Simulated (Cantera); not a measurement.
A closed system holds: 1 mol AlN, 0.069 mol H₂, equilibrated at 2325 °C and 0.100 bar.

These are equilibrium values from Cantera (NASA tables, ideal gas, pure condensed phases), not measurements of a reactor. Candidate condensed phases: Al, AlN; 13 gas species. The numbers say what is thermodynamically allowed, not how fast it happens.

Base state: Al 0.627, N₂ 0.316, H₂ 0.0312, H 0.0213, AlH 0.00357, Al₂ 0.00108 (mole fractions); condensed: gas only.

Q: What changes in the equilibrium state with this change: 1.9 mol O₂ added?

A: 
```json
[
 {"species": "O₂", "before": "0", "after": "0.592"},
 {"species": "N₂", "before": "0.316", "after": "0.272"},
 {"species": "O", "before": "0", "after": "0.0561"},
 {"species": "Al", "before": "0.627", "after": "8.02e-8"},
 {"species": "NO", "before": "0", "after": "0.0268"},
 {"species": "H₂O", "before": "0", "after": "0.0253"},
 {"species": "OH", "before": "0", "after": "0.0225"},
 {"species": "H₂", "before": "0.0312", "after": "0.000976"},
 {"species": "H", "before": "0.0213", "after": "0.00376"},
 {"species": "AlO₂H", "before": "0", "after": "7.37e-5"},
 {"species": "AlH", "before": "0.00357", "after": "<1e-9"},
 {"species": "Al₂", "before": "0.00108", "after": "<1e-9"},
 {"species": "NO₂", "before": "0", "after": "1.15e-5"},
 {"species": "HO₂", "before": "0", "after": "1.13e-5"},
 {"species": "Al₂O₃(l), mol", "before": "0", "after": "0.500"}
]
```
Further candidate phases: Al₂O₃, H₂O.

Q: What changes in the equilibrium state with this change: H₂ from 0.069 to 0.014 mol?

A: 
```csv
species,before,after
Al,0.627,0.655
N₂,0.316,0.330
H,0.0213,0.00807
H₂,0.0312,0.00449
AlH,0.00357,0.00141
Al₂,0.00108,0.00119
```
